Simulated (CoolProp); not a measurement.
Saturated liquid density (kg/m³) of n-butane: the reference equation beside estimates from Tc = 152.0 °C, pc = 3796 kPa, ω = 0.201. Rackett uses Z = 0.29056 − 0.08775 ω.

Computed with CoolProp (reference Helmholtz-energy equation of state, Bücker 2006).

```tsv
T (°C)	reference	Rackett	van der Waals	Redlich-Kwong	Soave-Redlich-Kwong	Peng-Robinson
-21.95	623.7	625.3	387.1	570.5	582.5	657.4
-19.05	620.8	622.3	385.4	567.4	579.7	654.4
-16.25	617.9	619.4	383.6	564.4	577.0	651.4
-13.35	614.9	616.3	381.8	561.3	574.1	648.3
-10.45	611.8	613.3	380.0	558.1	571.2	645.2
-7.55	608.8	610.2	378.1	554.9	568.2	642.0
-4.65	605.7	?	376.3	?	565.2	638.7
-1.75	602.6	603.9	374.4	548.4	562.2	635.4
1.15	599.5	600.7	372.5	545.1	559.0	632.0
4.05	596.4	597.5	370.5	541.7	555.9	628.6
6.95	593.2	594.3	368.6	538.2	?	625.1
```

### Question
Fill in the missing entries.

### Answer

- -4.65, Rackett: 607.0
- -4.65, Redlich-Kwong: 551.7
- 6.95, Soave-Redlich-Kwong: 552.7

Absolute difference from the reference over all 11 rows, mean and median: Rackett 0.2 and 0.2 %, van der Waals 37.9 and 37.9 %, Redlich-Kwong 8.9 and 8.9 %, Soave-Redlich-Kwong 6.7 and 6.7 %, Peng-Robinson 5.4 and 5.4 %.
